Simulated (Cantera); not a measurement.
Charge: 1 mol TEOS, 3.2 mol H2O, 15 mol N2, held at 975 K and 0.133 bar.

Method: chemical equilibrium by Gibbs-energy minimisation in Cantera with the NASA 1993 tables (ideal gas, pure condensed phases). Candidate condensed phases: C, C6H6, C7H8, C8H18, H2O, Si, SiC, SiO2, Si2N2O, Si3N4; 151 gas species. The feed counts by its element totals alone. Kinetics and transport are ignored.

Base state: N2 0.454, H2 0.389, CO 0.147, H2O 0.00459, CO2 0.00277, CH4 0.00254, NH3 1.51e-5 (mole fractions); condensed: C(graphite) + SiO2(β-quartz).

Q: What changes in the equilibrium state with this change: N2 from 15 to 1.2 mol?

A: 
| species | before | after |
|---|---|---|
| H2 | 0.389 | 0.665 |
| CO | 0.147 | 0.244 |
| N2 | 0.454 | 0.0629 |
| H2O | 0.00459 | 0.0130 |
| CH4 | 0.00254 | 0.00740 |
| CO2 | 0.00277 | 0.00765 |
| C(graphite), mol | 2.96 | 3.05 |
| SiO2(β-quartz), mol | 1.00 | 1.00 |

Q: What changes in the equilibrium state with this change: H2O from 3.2 to 0.93 mol?

A: 
| species | before | after |
|---|---|---|
| N2 | 0.454 | 0.523 |
| H2 | 0.389 | 0.374 |
| CO | 0.147 | 0.0969 |
| CO2 | 0.00277 | 0.00120 |
| H2O | 0.00459 | 0.00290 |
| C(graphite), mol | 2.96 | 5.12 |
| SiO2(β-quartz), mol | 1.00 | 1.00 |

Q: What changes in the equilibrium state with this change: temperature from 975 K to 1998 K?

A: 
| species | before | after |
|---|---|---|
| N2 | 0.454 | 0.421 |
| H2 | 0.389 | 0.369 |
| CO | 0.147 | 0.198 |
| SiO | <1e-9 | 0.00480 |
| H | 1.95e-9 | 0.00267 |
| HNC | 1.77e-9 | 0.000202 |
| C2H2 (acetylene) | <1e-9 | 0.000107 |
| Si | <1e-9 | 2.80e-5 |
| C(graphite), mol | 2.96 | 0 |
| SiO2(β-quartz), mol | 1.00 | 0 |
| SiC(s), mol | 0 | 0.829 |
